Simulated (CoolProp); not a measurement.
Vapour-liquid equilibrium of R134a (1) + R124 (2) at 229.5 K; x and y are mole fractions of (1).

Computed with CoolProp (multi-fluid Helmholtz-energy mixture model, Tillner-Roth 1994 and de Vries 1995; pair parameters Bell 2016).

```
x     bubble pressure (MPa)  y at the bubble point  dew pressure at overall composition x (MPa)  liquid density (mol/L)
----  ---------------------  ---------------------  -------------------------------------------  ----------------------
0.05                0.02303                  0.110                                      0.02220                   11.57
0.15                0.02581                  0.286                                      0.02362                   11.78
0.25                0.02836                  0.421                                      0.02520                   12.00
0.35                0.03070                  0.530                                      0.02698                   12.22
0.45                0.03284                  0.621                                      0.02896                   12.46
0.55                0.03481                  0.700                                      0.03116                   12.71
0.65                0.03664                  0.771                                      0.03356                   12.97
0.75                0.03833                  0.838                                      0.03609                   13.25
0.85                0.03992                  0.902                                      0.03865                   13.54
0.95                0.04142                  0.967                                      0.04104                   13.84
```

No azeotrope shows between x = 0.05 and 0.95.

Pair parameters are fitted to limited data, so mixtures are less certain than the pure fluids.
